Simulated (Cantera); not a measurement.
Feed: 1 mol TiC, 0.011 mol H₂, 0.16 mol C, equilibrated at 2173.15 K.

Cantera equilibrium calculation (NASA polynomials, part measured and part estimated; ideal gas, pure solids and liquids). Candidate condensed phases: C, C₆H₆, C₇H₈, C₈H₁₈, Ti, TiC; 77 gas species. TiC: taken at fixed stoichiometry. Rates play no part.

Problem. At 1.00 Pa, list the 4 most abundant gas species with their mole fractions, and the condensed phases.

Solution. H 0.754, H₂ 0.244, Ti 0.00166, C₂H₂ (acetylene) 0.000538. Condensed: C(graphite) + TiC(s).
